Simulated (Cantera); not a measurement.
Mixture: 19.1 % CH4, 20.1 % O2, 56.4 % N2, 4.40 % H2O, at 0.510 bar, adiabatic and at constant volume. Ignition delay is the time to a rise of 400 K.

Computed with Cantera and GRI-Mech 3.0 (53 species, 325 reactions).

Task: Predict: delay at 1175 K; delay at 1225 K; delay at 1275 K; delay at 1325 K; delay at 1375 K; delay at 1425 K; delay at 1475 K; apparent activation energy between 1375 and 1475 K.

Result: delay at 1175 K: 0.139 s
delay at 1225 K: 66.7 ms
delay at 1275 K: 33.1 ms
delay at 1325 K: 17.0 ms
delay at 1375 K: 9.00 ms
delay at 1425 K: 4.93 ms
delay at 1475 K: 2.80 ms
apparent activation energy between 1375 and 1475 K: 200 kJ/mol
